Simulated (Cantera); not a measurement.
Charge: 1 mol Si, 0.8 mol HCl, 7.3 mol H2, equilibrated at 1448 K and 0.290 bar.

These are equilibrium values from Cantera (NASA tables, ideal gas, pure condensed phases), not measurements of a reactor. Candidate condensed phases: Si; 19 gas species. The tables' values for SiCl3 are old estimates; treat these amounts as uncertain. Rates play no part.

Base state: H2 0.921, HCl 0.0623, SiCl2 0.0130, SiCl3 0.00160, SiHCl3 0.000915, SiCl4 0.000723, SiH2Cl2 0.000179, H 1.64e-5 (mole fractions); condensed: Si(s).

Problem. What changes in the equilibrium state with this change: Si replaced by SiCl4?

Solution. 
| species | before | after |
|---|---|---|
| H2 | 0.921 | 0.697 |
| HCl | 0.0623 | 0.199 |
| SiCl2 | 0.0130 | 0.0427 |
| SiCl4 | 0.000723 | 0.0320 |
| SiCl3 | 0.00160 | 0.0193 |
| SiHCl3 | 0.000915 | 0.00961 |
| SiH2Cl2 | 0.000179 | 0.000446 |
| SiH3Cl | 1.02e-5 | 6.02e-6 |
| H | 1.64e-5 | 1.43e-5 |
| Si(s), mol | 0.868 | 0 |
